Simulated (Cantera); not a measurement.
## Diamond growth

A diamond (100) surface in a fixed gas of H2 with x(CH4) = 0.0045, x(CH3) = 0.00048, at 1400 K, 12000 Pa; coverages are run to steady state.

Cantera simulation using the Harris–Goodwin 1993 mechanism for the reconstructed diamond (100) surface; the numbers are that mechanism's predictions, not measurements.

| x(H) | growth (µm/h) | θ c6HH | θ c6H* | θ c6*H | θ c6** | θ c6HM |
|---|---|---|---|---|---|---|
| 0.0001 | 0.104 | 0.713 | 0.0279 | 0.255 | 0.00307 | 0.000129 |
| 0.0002 | 0.454 | 0.598 | 0.0386 | 0.353 | 0.00766 | 0.000183 |
| 0.00038 | 1.40 | 0.504 | 0.0470 | 0.431 | 0.0151 | 0.000234 |
| 0.00075 | 3.50 | 0.430 | 0.0532 | 0.487 | 0.0262 | 0.000289 |
| 0.0015 | 6.82 | 0.382 | 0.0567 | 0.519 | 0.0387 | 0.000345 |
| 0.0028 | 10.3 | 0.356 | 0.0583 | 0.533 | 0.0488 | 0.000388 |
| 0.0056 | 14.5 | 0.340 | 0.0593 | 0.541 | 0.0571 | 0.000419 |
| 0.011 | 19.0 | 0.332 | 0.0598 | 0.545 | 0.0622 | 0.000428 |
| 0.021 | 25.0 | 0.327 | 0.0602 | 0.546 | 0.0651 | 0.000415 |
θ: site fractions in the mechanism's names (c6HH fully hydrogenated, c6H* and c6*H radical sites, c6** diradical, c6HM methylated).
